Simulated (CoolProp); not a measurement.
Computed with CoolProp (reference Helmholtz-energy equation of state, Akasaka 2023).

For R1336mzz(E), give the phase and the cv (kJ/(kg K)) at 136.85 °C and 0.00439 MPa; 136.85 °C and 0.33 MPa; 136.85 °C and 1.39 MPa.


- 136.85 °C and 0.00439 MPa: gas; cv 0.858
- 136.85 °C and 0.33 MPa: gas; cv 0.864
- 136.85 °C and 1.39 MPa: gas; cv 0.889
